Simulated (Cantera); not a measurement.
A closed system holds: 1 mol Ti, 4 mol CH₄, 27 mol H₂, equilibrated at 0.133 bar.

These are equilibrium values from Cantera (NASA tables, ideal gas, pure condensed phases), not measurements of a reactor. Candidate condensed phases: C, C₆H₆, C₇H₈, C₈H₁₈, Ti, TiC; 77 gas species. TiC: taken at fixed stoichiometry. Equilibrium is a limit: real reactors are often held back by kinetics, nucleation or transport.

x: gas mole fraction; n: condensed amount in mol.

```tsv
T (K)	x H₂	x H	x CH₄	x C₂H₂ (acetylene)	x CH₃	x C₄H₂	n C(graphite)	n TiC(s)
1123	0.996	1.16e-7	0.00388	2.19e-8	8.39e-9	<1e-12	2.86	1.00
1223	0.998	8.23e-7	0.00177	1.56e-7	2.80e-8	<1e-12	2.94	1.00
1323	0.999	4.34e-6	0.000905	8.25e-7	7.76e-8	<1e-12	2.97	1.00
1423	0.999	1.82e-5	0.000507	3.43e-6	1.85e-7	4.46e-12	2.98	1.00
1523	1.000	6.33e-5	0.000307	1.18e-5	3.94e-7	5.35e-11	2.99	1.00
1623	1.000	0.000189	0.000198	3.48e-5	7.61e-7	4.71e-10	2.99	1.00
1723	0.999	___	___	___	___	___	2.99	1.00
1823	0.999	0.00119	9.48e-5	0.000211	2.27e-6	1.77e-8	2.98	1.00
1923	0.997	0.00258	6.96e-5	0.000450	3.60e-6	8.11e-8	2.97	1.00
2023	0.994	___	___	___	___	___	2.94	1.00
2123	0.989	0.00977	4.07e-5	0.00164	7.81e-6	1.10e-6	2.88	1.000
2223	0.980	0.0174	3.20e-5	0.00284	1.08e-5	3.37e-6	2.80	1.000
```

Question: What belongs in the gaps?

Answer: 
- 2023, x H: 0.00519
- 2023, x CH₄: 5.26e-5
- 2023, x C₂H₂ (acetylene): 0.000888
- 2023, x CH₃: 5.42e-6
- 2023, x C₄H₂: 3.19e-7
- 1723, x H: 0.000499
- 1723, x CH₄: 0.000134
- 1723, x C₂H₂ (acetylene): 9.04e-5
- 1723, x CH₃: 1.36e-6
- 1723, x C₄H₂: 3.21e-9
